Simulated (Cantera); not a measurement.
Input: 1 mol Ti(OiPr)4, 0.21 mol H2O, 4.8 mol O2, held at 1.00 bar.

Equilibrium computed with Cantera from the NASA thermochemical tables; the gas is ideal and each condensed phase is pure. Candidate condensed phases: C, C6H6, C7H8, C8H18, H2O, Ti, TiC, TiO, TiO2, Ti2O3, Ti3O5, Ti4O7; 113 gas species. The feed counts by its element totals alone. Kinetics and transport are ignored.

Problem. At 1627 °C, list the 5 most abundant gas species with their mole fractions, and the condensed phases.

Solution. H2 0.537, CO 0.457, H2O 0.00455, CO2 0.000919, H 0.000582. Condensed: Ti3O5(s).
